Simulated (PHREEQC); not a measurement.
1 kg of water holding 0.36 mol KCl meets 20 L of dry gas (CO2 1 by moles) at fixed total pressure, at 10 °C; fugacities by Peng-Robinson. The gases take part in no redox reaction, some water evaporates into the gas, and hydrates or a liquid gas phase aren't modelled. Precipitation was switched off in this run.

Model: Pitzer model, pitzer.dat, run in PHREEQC.

```
P (atm)  dissolved CO2 (all carbonate carbon) (mol/kgw)  φ of CO2    pH
-------  ----------------------------------------------  --------  ----
1                                                0.0512     0.994  3.84
2                                                 0.102     0.987   [?]
3                                                 0.152     0.981   [?]
5                                                 0.249     0.968  3.50
7.5                                               0.366     0.952   [?]
10                                                  [?]     0.936  3.36
15                                                  [?]     0.905   [?]
20                                                0.874     0.874  3.22
```

Q: What belongs in the gaps?

A: 
- 2, pH: 3.69
- 3, pH: 3.61
- 7.5, pH: 3.41
- 10, dissolved CO2 (all carbonate carbon) (mol/kgw): 0.477
- 15, dissolved CO2 (all carbonate carbon) (mol/kgw): 0.685
- 15, pH: 3.28

Constants without temperature data keep their 25 °C values here.
